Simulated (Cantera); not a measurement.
# Ignition delay

Mixture: CH4 : CO : O2 : N2 : H2O = 1 : 0.19 : 1.9 : 4.95 : 0.24 (molar parts), equivalence ratio 1.1, at 2.80 bar, adiabatic and at constant pressure. Ignition delay is the time to a rise of 400 K.

Detailed kinetics in Cantera: GRI-Mech 3.0 (53 species, 325 reactions).

```tsv
T0 (K)	delay (ms)
1250	8.80
1300	4.60
1350	2.48
1400	1.38
1450	0.788
1500	0.464
1550	0.282
1600	0.177
```

apparent activation energy between 1500 and 1600 K: 190 kJ/mol
